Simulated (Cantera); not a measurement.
## Stirred combustor or abatement burner

A perfectly stirred reactor is fed with 6.38 % CH₄, 19.6 % O₂, 74.0 % N₂, at 760 Torr; it is adiabatic with a 500 K inlet, and is followed from long to short residence time, starting on the burning branch (τ in s: 0.23, 0.08, 0.028, 0.01, 0.0035, 0.0013, 0.00044, 0.00016, 5.6e-05, 2e-05, 7e-06).

Computed with Cantera and GRI-Mech 3.0 (53 species, 325 reactions).

```tsv
τ (s)	T (K)	x CH₄	x O₂	x C₂H₄	x CO	x NO₂
0.23	1902	4.01e-6	0.0686	2.34e-10	0.000302	1.03e-7
0.080	1898	8.65e-6	0.0686	8.61e-10	0.000528	6.34e-8
0.028	1890	1.74e-5	0.0687	2.43e-9	0.000994	4.22e-8
0.010	1875	3.37e-5	0.0689	5.78e-9	0.00187	2.72e-8
0.0035	1848	6.72e-5	0.0695	1.34e-8	0.00351	1.65e-8
0.0013	1808	0.000135	0.0707	3.18e-8	0.00614	1.05e-8
0.00044	1739	0.000328	0.0736	1.10e-7	0.0111	6.36e-9
0.00016	1636	0.00103	0.0805	7.53e-7	0.0204	3.35e-9
5.6e-5	500	0.0638	0.196	<1e-12	<1e-12	<1e-12
2.0e-5	500	0.0638	0.196	<1e-12	<1e-12	<1e-12
7.0e-6	500	0.0638	0.196	<1e-12	<1e-12	<1e-12
```
x: mole fraction; the columns are a selection and need not sum to one.
